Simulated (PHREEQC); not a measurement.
1 kg of water holding 0.0017 mol CaSO4, 0.34 mol MgBr2 and 0.013 mol KCl is evaporated at 30 °C; the solids stay in contact with the brine. No CO2 enters from the air. The run lets Arcanite, Bischofite, Brucite, Carnallite, Epsomite, Gypsum, Anhydrite, Hexahydrite, Kainite, Kieserite, Leonite, Misenite, Polyhalite, Portlandite, Schoenite, Sylvite, Syngenite, MgCl2_4H2O precipitate or redissolve, and no other solid.

Equilibrium calculation in PHREEQC: Pitzer model, pitzer.dat.

```tsv
water left (kg)	ionic strength	water activity	Ca in solution (mol/kgw)	S in solution (mol/kgw)
1	1.04	0.982	0.00170	0.00170
0.8219	1.27	0.978	0.00207	0.00207
0.6755	1.54	0.972	0.00252	0.00252
0.5552	1.87	0.965	0.00306	0.00306
0.4563	2.28	0.956	0.00373	0.00373
0.375	2.77	0.943	0.00453	0.00453
0.3082	3.37	0.926	0.00552	0.00552
0.2533	4.10	0.902	0.00671	0.00671
0.2082	4.99	0.871	0.00816	0.00816
0.1711	6.08	0.828	0.00993	0.00993
```
